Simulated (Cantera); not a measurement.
Feed: 1 mol MgO, 2.3 mol H2, equilibrated at 10.0 Pa.

These are equilibrium values from Cantera (NASA tables, ideal gas, pure condensed phases), not measurements of a reactor. Candidate condensed phases: H2O, Mg, MgO, Mg(OH)2; 15 gas species. The tables' values for MgH are old estimates; treat these amounts as uncertain. Equilibrium is a limit: real reactors are often held back by kinetics, nucleation or transport. All values below are at 1948 K.

Base state: H2 0.528, Mg 0.195, H2O 0.192, H 0.0821, OH 0.00270, MgOH 0.000364, O 0.000311, MgO 7.22e-5 (mole fractions); condensed: MgO(s).

Question: What changes in the equilibrium state with this change: MgO replaced by Al2O3?

Answer: 
```csv
species,before,after
H2,0.528,0.890
H,0.0821,0.107
H2O,0.192,0.00191
Mg,0.195,0
Al,0,0.00115
MgOH,0.000364,0
Al2O,0,8.32e-5
"MgO(s), mol",0.410,0
"Al2O3(s), mol",0,0.998
```
The tables' values for AlOH are old estimates; treat these amounts as uncertain. Further candidate phases: Al, Al2O3.
